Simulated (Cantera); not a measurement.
Input (Python, Cantera) and output of one run.

```python
import numpy as np
import cantera as ct

gas_names = [...]  # 110 gases of nasa_gas.yaml made of C, F, H
cond_names = """
    C(gr) C6H6(L) C7H8(L) C8H18(L),n-octa
""".split()


# ... load() reads the species with a 1 bar reference pressure and builds the phases ...
atoms = {
    'CH2F2': {'C': 1, 'H': 2, 'F': 2},
    'H2': {'H': 2},
}
top_T = {'C(gr)': 4500}  # K; cautious upper limits of use, not melting points


# ... equilibrate(T, P, feed) seeds the gas with the atoms and calls Mixture.equilibrate('TP', solver="vcs", rtol=1e-11, max_steps=5000) ...
results = []
feed = {'CH2F2': 1, 'H2': 0.95}  # mol
P = 3700  # Pa
for T in [2500, 2750, 3000, 3250, 3500, 3750, 4000, 4250, 4500, 4750, 5000]:
    mix = equilibrate(T, P, feed)
    results.append((T, P, feed, dict(zip(mix.species_names, mix.species_moles))))
    x = sorted(zip(gas.X, gas.species_names), reverse=True)
    print(f"T = {T:g} K  P = {P:g} Pa  gas = {mix.phase_moles(0):.4g} mol")
    print("   x: " + "  ".join(f"{s} {v:.3e}" for v, s in x if v > 1e-05))
    print("   condensed (mol): " + ("  ".join(f"{mix.phase(i).name} {mix.phase_moles(i):.4g}"
          for i in range(1, mix.n_phases) if mix.phase_moles(i) > 1e-12) or "none"))
```

It prints:

```
T = 2500 K  P = 3700 Pa  gas = 3.055 mol
   x: HF 6.543e-01  H2 2.739e-01  H 6.841e-02  C2H2,acetylene 2.963e-03  F 3.414e-04  C2H 5.314e-05  C3 1.343e-05  C4H2 1.324e-05  CF 1.115e-05
   condensed (mol): C(gr) 0.9812
T = 2750 K  P = 3700 Pa  gas = 3.217 mol
   x: HF 6.197e-01  H2 2.088e-01  H 1.625e-01  C2H2,acetylene 5.874e-03  F 1.822e-03  C2H 5.301e-04  C3 4.560e-04  CF 1.191e-04  C 1.020e-04  C4H2 6.874e-05  C2 4.409e-05
   condensed (mol): C(gr) 0.9523
T = 3000 K  P = 3700 Pa  gas = 3.513 mol
   x: HF 5.601e-01  H 2.869e-01  H2 1.221e-01  C3 8.432e-03  F 8.144e-03  C2H2,acetylene 7.597e-03  C2H 3.067e-03  C 1.370e-03  CF 9.421e-04  C2 8.566e-04  C4H2 1.972e-04  C5 1.543e-04  CH 4.135e-05  C4 2.849e-05  C2H2,vinylidene 2.395e-05  C2HF 2.366e-05  CF2 1.484e-05
   condensed (mol): C(gr) 0.8155
T = 3250 K  P = 3700 Pa  gas = 4.146 mol
   x: HF 4.462e-01  H 3.759e-01  C3 5.890e-02  H2 5.072e-02  F 3.111e-02  C 1.037e-02  C2H 7.759e-03  C2 7.447e-03  CF 4.888e-03  C2H2,acetylene 4.387e-03  C5 1.545e-03  C4 3.260e-04  C4H2 1.584e-04  CH 1.380e-04  CF2 5.843e-05  C2HF 4.532e-05  C2H2,vinylidene 2.349e-05
   condensed (mol): none
T = 3500 K  P = 3700 Pa  gas = 4.68 mol
   x: H 4.564e-01  HF 3.266e-01  F 9.089e-02  C3 4.447e-02  C 3.077e-02  H2 2.210e-02  C2 1.300e-02  CF 9.688e-03  C2H 4.531e-03  C2H2,acetylene 6.967e-04  C5 4.372e-04  C4 1.982e-04  CH 1.954e-04  CF2 8.467e-05  C2HF 1.932e-05
   condensed (mol): none
T = 3750 K  P = 3700 Pa  gas = 5.445 mol
   x: H 5.141e-01  HF 1.803e-01  F 1.754e-01  C 6.824e-02  C3 2.244e-02  C2 1.572e-02  CF 1.152e-02  H2 9.732e-03  C2H 2.021e-03  CH 2.172e-04  C2H2,acetylene 9.590e-05  C4 7.212e-05  C5 7.062e-05  CF2 5.846e-05
   condensed (mol): none
T = 4000 K  P = 3700 Pa  gas = 6.182 mol
   x: H 5.437e-01  F 2.376e-01  C 1.095e-01  HF 7.769e-02  C2 1.186e-02  CF 8.142e-03  C3 6.286e-03  H2 4.305e-03  C2H 6.066e-04  CH 1.815e-04  CF2 1.959e-05  C4 1.219e-05
   condensed (mol): none
T = 4250 K  P = 3700 Pa  gas = 6.601 mol
   x: H 5.557e-01  F 2.679e-01  C 1.322e-01  HF 3.095e-02  C2 5.841e-03  CF 4.105e-03  H2 1.981e-03  C3 1.028e-03  C2H 1.289e-04  CH 1.198e-04  Electron 1.799e-05  CF+ 1.388e-05
   condensed (mol): none
T = 4500 K  P = 3700 Pa  gas = 6.775 mol
   x: H 5.609e-01  F 2.806e-01  C 1.401e-01  HF 1.271e-02  C2 2.500e-03  CF 1.881e-03  H2 9.736e-04  C3 1.479e-04  CH 7.347e-05  Electron 3.271e-05  C2H 2.587e-05  C+ 1.664e-05  CF+ 1.629e-05
   condensed (mol): none
T = 4750 K  P = 3700 Pa  gas = 6.844 mol
   x: H 5.632e-01  F 2.857e-01  C 1.428e-01  HF 5.569e-03  C2 1.095e-03  CF 8.836e-04  H2 5.108e-04  Electron 6.264e-05  C+ 4.657e-05  CH 4.570e-05  C3 2.367e-05  CF+ 1.593e-05
   condensed (mol): none
T = 5000 K  P = 3700 Pa  gas = 6.874 mol
   x: H 5.641e-01  F 2.879e-01  C 1.438e-01  HF 2.619e-03  C2 5.104e-04  CF 4.386e-04  H2 2.847e-04  Electron 1.226e-04  C+ 1.074e-04  CH 2.945e-05  CF+ 1.412e-05
   condensed (mol): none
```

Cantera equilibrium calculation (NASA polynomials, part measured and part estimated; ideal gas, pure solids and liquids).
